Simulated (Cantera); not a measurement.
Input: 1 mol Cu2O, 11 mol CO, 0.67 mol H2, 0.84 mol CH4, equilibrated at 1950 K and 75000 Pa.

Cantera equilibrium calculation (NASA polynomials, part measured and part estimated; ideal gas, pure solids and liquids). Candidate condensed phases: C, C6H6, C7H8, C8H18, Cu, CuO, Cu(OH)2, Cu2O, H2O; 113 gas species. Rates play no part.

Base state: CO 0.825, H2 0.160, CO2 0.00607, H2O 0.00516, Cu 0.00356, H 0.000529, Cu2 1.24e-5 (mole fractions); condensed: Cu(l).

Question: What changes in the equilibrium state with this change: temperature from 1950 K to 1275 K?

Answer: 
```
species       before    after
----------  --------  -------
CO             0.825    0.826
H2             0.160    0.163
CO2          0.00607  0.00855
Cu           0.00356  1.15e-7
Cu2          1.24e-5    <1e-9
CH4          2.55e-8  7.71e-5
H           0.000529  3.43e-7
H2O          0.00516  0.00280
Cu(l), mol      1.95        0
Cu(s), mol         0     2.00
```

Question: What changes in the equilibrium state with this change: pressure from 75000 Pa to 1330 Pa?

Answer: 
```csv
species,before,after
CO,0.825,0.725
H2,0.160,0.139
Cu,0.00356,0.123
Cu2,1.24e-5,0.000261
OH,1.55e-6,1.09e-5
H,0.000529,0.00370
H2O,0.00516,0.00450
CO2,0.00607,0.00535
"Cu(l), mol",1.95,0
```

Question: What changes in the equilibrium state with this change: temperature from 1950 K to 1473.15 K?

Answer: 
```
species       before    after
----------  --------  -------
CO             0.825    0.827
H2             0.160    0.162
CO2          0.00607  0.00760
Cu           0.00356  6.92e-6
Cu2          1.24e-5  2.27e-9
H           0.000529  5.89e-6
H2O          0.00516  0.00368
Cu(l), mol      1.95     2.00
```
